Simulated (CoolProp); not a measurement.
Water along the isotherm 657 K: Z from the reference equation and from simpler models built on Tc = 647.1 K, pc = 22.06 MPa, ω = 0.344; each cubic takes its own stable root.

Model: reference Helmholtz-energy equation of state, Wagner 2002, in CoolProp.

```
p (MPa)          phase  reference
-------  -------------  ---------
3.68               gas     0.9448
7.35               gas     0.8827
11                 gas     0.8122
14.7               gas     0.7285
18.4               gas     0.6252
22.1     supercritical     0.4800
25.7     supercritical     0.2043
29.4     supercritical     0.1921
33.1     supercritical     0.2016
36.8     supercritical     0.2144
40.5     supercritical     0.2284
44.1     supercritical     0.2424
47.8     supercritical     0.2571
51.5     supercritical     0.2718
55.2     supercritical     0.2866
```

### Question
How far does each simpler model (Redlich-Kwong, Soave-Redlich-Kwong) lie from the reference over these 15 states: mean and median of the absolute difference, and the worst?

### Answer
- Redlich-Kwong: mean 28.9 %, median 45.4 %, worst +49.6 % at 657 K and 29.4 MPa
- Soave-Redlich-Kwong: mean 31.0 %, median 47.3 %, worst +53.9 % at 657 K and 29.4 MPa
